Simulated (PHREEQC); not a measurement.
2.2 g of hydrous ferric oxide (600 m²/g; 0.2 weak and 0.005 strong sites per Fe, Dzombak-Morel constants, diffuse double layer) in 1 kg of water with 0.001 mol/kgw of an inert sodium salt, at 25 °C; the pH is set by adding NaOH or the inert anion's acid. Oxygen is held at 0.21 atm. CO2 from the air is kept out. Precipitation was switched off in this run.

Equilibrium calculation in PHREEQC: ion-association model, wateq4f.dat.

| pH | surface charge σ (C/m²) | surface potential ψ (mV) |
|---|---|---|
| 4 | 0.142 | 204 |
| 4.38 | 0.102 | 192 |
| 4.75 | 0.073 | 178 |
| 5.12 | 0.050 | 162 |
| 5.5 | 0.034 | 144 |
| 5.88 | 0.023 | 125 |
| 6.25 | 0.015 | 106 |
| 6.62 | 0.010 | 85 |
| 7 | 0.006 | 64 |
| 7.38 | 0.003 | 42 |
| 7.75 | 0.002 | 21 |
| 8.12 | 0.000 | -1 |
| 8.5 | -0.002 | -23 |
| 8.88 | -0.004 | -44 |
| 9.25 | -0.006 | -66 |
| 9.62 | -0.010 | -86 |
| 10 | -0.016 | -107 |
